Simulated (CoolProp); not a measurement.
The fluid at 293.15 K and 2.63 MPa is throttled through a valve to 1.67 MPa with no heat exchange. The same conditions are run with several fluids, on thermodynamics alone (safety and materials aside).

Values from CoolProp's reference Helmholtz-energy equation of state of each fluid (isobutene: Lemmon 2005; ammonia: Gao 2020; R11: Jacobsen 1992; tetradecamethylhexasiloxane (MD4M): Thol 2019; o-xylene: Zhou 2012).

```
fluid                               temperature change (K)  final density (kg/m³)
----------------------------------  ----------------------  ---------------------
isobutene                                             +0.3                    597
ammonia                                         (withheld)                    611
R11                                                   +0.4             (withheld)
tetradecamethylhexasiloxane (MD4M)                    +0.4                    893
o-xylene                                              +0.4             (withheld)
```

### Question
Some entries are withheld; supply them.

### Answer

- ammonia, temperature change (K): +0.1
- R11, final density (kg/m³): 1490
- o-xylene, final density (kg/m³): 881
